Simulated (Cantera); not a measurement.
Charge: 1 mol Al(CH₃)₃, 26 mol H₂O, 250 mol N₂, equilibrated at 1250 °C and 13.3 mbar.

Method: chemical equilibrium by Gibbs-energy minimisation in Cantera with the NASA 1993 tables (ideal gas, pure condensed phases). Candidate condensed phases: Al, AlN, Al₂O₃, C, C₆H₆, C₇H₈, C₈H₁₈, H₂O; 148 gas species. The feed counts by its element totals alone. Rates play no part.

Base state: N₂ 0.882, H₂O 0.0714, H₂ 0.0362, CO 0.00610, CO₂ 0.00448, H 3.82e-5 (mole fractions); condensed: Al₂O₃(s).

What changes in the equilibrium state with this change: Al(CH₃)₃ replaced by Al?


```csv
species,before,after
N₂,0.882,0.906
H₂O,0.0714,0.0888
H₂,0.0362,0.00543
CO,0.00610,0
CO₂,0.00448,0
"Al₂O₃(s), mol",0.500,0.500
```
